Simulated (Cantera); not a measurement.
What does this Cantera script print?

```python
import numpy as np
import cantera as ct

gas_names = """
    N NO NO2 NO3 N2 N2O O O2 O3 Si SiN SiO SiO2 Si2 Si2N Si3
""".split()
cond_names = """
    Si(cr) Si(L) SiO2(Lqz) SiO2(hqz) SiO2(L) Si2N2O(s) Si3N4(a)
""".split()


def load(file, names, dense=False):
    # The tables refer to 1 bar. Condensed volumes are neglected.
    table = {s.name: s for s in ct.Species.list_from_file(file)}
    out = []
    for n in names:
        d = dict(table[n].input_data)
        d["thermo"] = dict(d["thermo"], **{"reference-pressure": 1e5})
        if dense:
            d["equation-of-state"] = {"model": "constant-volume", "density": "1e6 g/cm^3"}
        out.append(ct.Species.from_dict(d))
    return out


gas = ct.Solution(thermo="ideal-gas", species=load("nasa_gas.yaml", gas_names))
cond = {s.name: ct.Solution(thermo="fixed-stoichiometry", species=[s], name=s.name)
        for s in load("nasa_condensed.yaml", cond_names, dense=True)}
atoms = {
    'Si3N4': {'Si': 3, 'N': 4},
    'O2': {'O': 2},
    'N2': {'N': 2},
}
top_T = {'Si2N2O(s)': 2100, 'Si3N4(a)': 2400}  # K; cautious upper limits of use, not melting points


def equilibrate(T, P, feed):
    n = {}
    for name, mol in feed.items():
        for a, k in atoms[name].items():
            n[a] = n.get(a, 0.0) + k * mol
    gas.TPX = T, P, n
    mass = sum(n.values()) * gas.mean_molecular_weight
    gas.equilibrate("TP")
    valid = [c for c in cond.values() if c.min_temp <= T <= top_T.get(c.name, c.max_temp)]
    mix = ct.Mixture([(gas, mass / gas.mean_molecular_weight)] + [(c, 0.0) for c in valid])
    mix.T, mix.P = T, P
    mix.equilibrate("TP", solver="vcs", rtol=1e-11, max_steps=5000)
    return mix


results = []
feed = {'Si3N4': 1, 'O2': 0.0074, 'N2': 500}  # mol
P = 570  # Pa
for T in [1398, 1448, 1498, 1548, 1598, 1648, 1698, 1748, 1798]:
    mix = equilibrate(T, P, feed)
    results.append((T, P, feed, dict(zip(mix.species_names, mix.species_moles))))

top = {s: max(r[3][s] / sum(r[3][g] for g in gas_names) for r in results) for s in gas_names}
cols = sorted((s for s in top if top[s] > 1e-06), key=lambda s: -top[s])[:9]
seen = [c for c in cond_names if any(r[3].get(c, 0) > 1e-12 for r in results)]
print("log10 of partial pressures in bar; condensed amounts in mol")
print(f"{'T/K':>10s}" + "".join(f"{s[:9]:>10s}" for s in cols + seen))
for T, P, feed, n in results:
    ng = sum(n[g] for g in gas_names)
    print(f"{T:10.4g}" + "".join(f"{np.log10(max(n[s] / ng * P / 1e5, 1e-99)):10.3f}" for s in cols)
          + "".join(f"{n.get(c, 0):10.4g}" for c in seen))
```

Result:

```
log10 of partial pressures in bar; condensed amounts in mol
       T/K        N2        Si       SiO      Si2N       SiN       Si2     Si(L) Si2N2O(s)  Si3N4(a)
      1398    -2.244   -11.120    -8.226   -13.822   -11.930   -16.364         0   0.01428    0.9903
      1448    -2.244   -10.228    -7.479   -12.687   -11.141   -14.982         0   0.01189    0.9911
      1498    -2.244    -9.397    -6.783   -11.629   -10.406   -13.694         0 0.0003382    0.9949
      1548    -2.244    -8.620    -6.773   -10.640    -9.719   -12.491         0         0     0.995
      1598    -2.244    -7.892    -6.773    -9.716    -9.076   -11.365         0         0    0.9947
      1648    -2.244    -7.210    -6.773    -8.848    -8.473   -10.308         0         0    0.9931
      1698    -2.244    -6.568    -6.773    -8.034    -7.905    -9.315         0         0    0.9862
      1748    -2.244    -5.964    -6.773    -7.267    -7.371    -8.381         0         0    0.9586
      1798    -2.244    -5.511    -6.775    -6.777    -6.984    -7.732      2.67         0         0
```

Cantera equilibrium calculation (NASA polynomials, part measured and part estimated; ideal gas, pure solids and liquids). Mutual solubility and eutectic melting of coexisting phases are not modelled. The tables' values for SiN are old estimates; treat these amounts as uncertain.
